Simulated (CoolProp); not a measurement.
Properties of isobutene along the isobar 1.99 MPa.

Values from CoolProp's reference Helmholtz-energy equation of state, Lemmon 2005. It is a short technical equation, of lower accuracy than the large ones.

| T (K) | phase | density (kg/m³) | cp (kJ/(kg K)) | Joule-Thomson coefficient (K/MPa) | isothermal compressibility (1/MPa) | fugacity coefficient |
|---|---|---|---|---|---|---|
| 147.4 | liquid | 752.3 | 1.912 | -0.5562 | 0.0006176 | 5.156e-6 |
| 154.3 | liquid | 745.2 | 1.922 | -0.5511 | 0.0006557 | 1.402e-5 |
| 161.2 | liquid | [?] | 1.932 | -0.5457 | 0.0006965 | 3.461e-5 |
| 168.1 | liquid | [?] | 1.943 | -0.5398 | 0.0007404 | 7.852e-5 |
| 175 | liquid | 724.2 | 1.954 | -0.5334 | 0.0007876 | 0.0001654 |
| 181.8 | liquid | 717.3 | 1.967 | -0.5265 | [?] | 0.0003235 |
| 188.7 | liquid | 710.3 | 1.981 | -0.5190 | 0.0008925 | 0.0006035 |
| 195.6 | liquid | 703.3 | 1.995 | -0.5108 | 0.0009517 | 0.001070 |
| 202.5 | liquid | 696.2 | 2.011 | -0.5019 | 0.001016 | 0.001812 |
| 209.4 | liquid | [?] | 2.028 | -0.4923 | 0.001086 | 0.002946 |
| 216.3 | liquid | 682.1 | 2.046 | -0.4820 | 0.001162 | 0.004618 |

**Question.** Complete the blanks.

**Answer.** 
- 161.2, density (kg/m³): 738.2
- 168.1, density (kg/m³): 731.2
- 181.8, isothermal compressibility (1/MPa): 0.0008377
- 209.4, density (kg/m³): 689.2
